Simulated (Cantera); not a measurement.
A freely propagating, adiabatic, planar premixed flame of CH4 : O2 : N2 = 1 : 1.54 : 5.78 (molar parts), equivalence ratio 1.3, unburnt at 600 K and 110000 Pa; mixture-averaged transport, grid criteria slope 0.08 and curve 0.16, no radiation.

Cantera simulation using GRI-Mech 3.0 (53 species, 325 reactions); the numbers are that mechanism's predictions, not measurements. Burning velocities carry a grid error of a few per cent, more on coarse grids.

x: mole fraction of selected species; z is measured from the peak of heat release.

```json
[
 {"z (mm)": "-1.06", "T (K)": "600", "u (m/s)": "0.979", "x CH4": "0.120", "x O2": "0.185", "x H2O": "7.94e-5", "x NO": "<1e-8", "x HCN": "<1e-8", "x CO": "7.32e-6"},
 {"z (mm)": "-0.705", "T (K)": "604", "u (m/s)": "0.989", "x CH4": "0.119", "x O2": "0.184", "x H2O": "0.000658", "x NO": "…", "x HCN": "<1e-8", "x CO": "7.95e-5"},
 {"z (mm)": "-0.529", "T (K)": "617", "u (m/s)": "1.02", "x CH4": "0.117", "x O2": "0.182", "x H2O": "0.00265", "x NO": "…", "x HCN": "4.46e-8", "x CO": "0.000405"},
 {"z (mm)": "-0.353", "T (K)": "710", "u (m/s)": "1.18", "x CH4": "0.109", "x O2": "0.174", "x H2O": "0.0144", "x NO": "…", "x HCN": "5.16e-7", "x CO": "0.00320"},
 {"z (mm)": "-0.176", "T (K)": "1154", "u (m/s)": "1.96", "x CH4": "0.0742", "x O2": "0.134", "x H2O": "0.0645", "x NO": "…", "x HCN": "5.02e-6", "x CO": "0.0220"},
 {"z (mm)": "-0.0882", "T (K)": "1553", "u (m/s)": "2.68", "x CH4": "0.0402", "x O2": "0.0897", "x H2O": "0.109", "x NO": "…", "x HCN": "1.20e-5", "x CO": "0.0443"},
 {"z (mm)": "0", "T (K)": "1907", "u (m/s)": "3.33", "x CH4": "0.0109", "x O2": "0.0426", "x H2O": "0.151", "x NO": "…", "x HCN": "2.42e-5", "x CO": "0.0674"},
 {"z (mm)": "0.0882", "T (K)": "2075", "u (m/s)": "3.63", "x CH4": "0.00134", "x O2": "0.0155", "x H2O": "0.171", "x NO": "…", "x HCN": "3.14e-5", "x CO": "0.0746"},
 {"z (mm)": "0.176", "T (K)": "2122", "u (m/s)": "3.70", "x CH4": "0.000111", "x O2": "0.00577", "x H2O": "0.177", "x NO": "…", "x HCN": "2.38e-5", "x CO": "0.0712"},
 {"z (mm)": "0.353", "T (K)": "2146", "u (m/s)": "3.73", "x CH4": "9.24e-7", "x O2": "0.00191", "x H2O": "0.178", "x NO": "…", "x HCN": "9.08e-6", "x CO": "0.0651"},
 {"z (mm)": "0.705", "T (K)": "2170", "u (m/s)": "3.76", "x CH4": "<1e-8", "x O2": "0.00119", "x H2O": "0.178", "x NO": "0.000101", "x HCN": "1.58e-6", "x CO": "0.0627"},
 {"z (mm)": "1.41", "T (K)": "2198", "u (m/s)": "3.80", "x CH4": "<1e-8", "x O2": "0.000777", "x H2O": "0.180", "x NO": "0.000106", "x HCN": "1.02e-7", "x CO": "0.0626"},
 {"z (mm)": "2.82", "T (K)": "2226", "u (m/s)": "3.84", "x CH4": "<1e-8", "x O2": "0.000420", "x H2O": "0.182", "x NO": "0.000111", "x HCN": "<1e-8", "x CO": "0.0628"}
]
```

Question: Complete the blanks.

Answer: 
- -0.705, x NO: 1.69e-8
- -0.529, x NO: 8.95e-8
- -0.353, x NO: 8.18e-7
- -0.176, x NO: 6.87e-6
- -0.0882, x NO: 1.49e-5
- 0, x NO: 2.88e-5
- 0.0882, x NO: 4.99e-5
- 0.176, x NO: 7.00e-5
- 0.353, x NO: 9.01e-5
